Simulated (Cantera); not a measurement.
A closed system holds: 1 mol Si, a varied amount of F2, 9.2 mol N2, held at 1323 K and 9.80 mbar.

Equilibrium computed with Cantera from the NASA thermochemical tables; the gas is ideal and each condensed phase is pure. Candidate condensed phases: Si, Si3N4; 16 gas species. N2 is the only nitrogen source here; it is nearly inert below about 1500 K, so the nitride shown seldom forms there in practice. The numbers say what is thermodynamically allowed, not how fast it happens.

Question: Which condensed phases are stable at each of these points (n(F2) (mol)): 0.66, 0.94, 1.4, 2, 2.8, 4.1, 5.9, 8.4?

Answer: 
```tsv
n(F2) (mol)	condensed phases	Si condensed (%)
0.66	Si3N4(s)	66.7
0.94	Si3N4(s)	52.6
1.4	Si3N4(s)	29.4
2	gas only	0.0
2.8	gas only	0.0
4.1	gas only	0.0
5.9	gas only	0.0
8.4	gas only	0.0
```

From 0.66 mol F2 to 1.4 mol F2 the condensed part is Si3N4(s). From 2 mol F2 to 8.4 mol F2 nothing is condensed.
